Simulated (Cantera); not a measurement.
An isothermal, constant-pressure homogeneous reactor starts with H₂ : O₂ = 0.066 : 1 (molar parts), at 1450 K and 280 Pa. Integrator tolerance rtol = 1e-08.

Model: the H2/O2 subset of GRI-Mech 3.0, which has no nitrogen chemistry, integrated in Cantera. Radical loss at walls, strong at low pressure, is not modelled. The temperature is held fixed by assumption; the heat of reaction is taken as removed at once.

What does this change do: H2 0.066 to 0.048 parts?


```json
[
 {"quantity": "x(H₂) at 9.00 s", "before": "7.92e-5 (gas-phase equilibrium 1.19e-6)", "after": "7.77e-5 (gas-phase equilibrium 8.63e-7)"},
 {"quantity": "x(O₂) at 9.00 s", "before": "0.933 (gas-phase equilibrium 0.936)", "after": "0.949 (gas-phase equilibrium 0.953)"},
 {"quantity": "x(H₂O₂) at 9.00 s", "before": "3.99e-9 (gas-phase equilibrium 5.03e-10)", "after": "3.63e-9 (gas-phase equilibrium 3.72e-10)"},
 {"quantity": "x(OH) at 9.00 s", "before": "0.00206 (gas-phase equilibrium 0.000252)", "after": "0.00205 (gas-phase equilibrium 0.000217)"},
 {"quantity": "x(H₂O) at 9.00 s", "before": "0.0626 (gas-phase equilibrium 0.0638)", "after": "0.0456 (gas-phase equilibrium 0.0468)"}
]
```

What does this change do: H2 0.066 to 0.027 parts?


| quantity | before | after |
|---|---|---|
| x(H₂) at 9.00 s | 7.92e-5 (gas-phase equilibrium 1.19e-6) | 5.99e-5 (gas-phase equilibrium 4.85e-7) |
| x(O₂) at 9.00 s | 0.933 (gas-phase equilibrium 0.936) | 0.968 (gas-phase equilibrium 0.973) |
| x(H₂O₂) at 9.00 s | 3.99e-9 (gas-phase equilibrium 5.03e-10) | 2.77e-9 (gas-phase equilibrium 2.14e-10) |
| x(OH) at 9.00 s | 0.00206 (gas-phase equilibrium 0.000252) | 0.00182 (gas-phase equilibrium 0.000164) |
| x(H₂O) at 9.00 s | 0.0626 (gas-phase equilibrium 0.0638) | 0.0255 (gas-phase equilibrium 0.0266) |
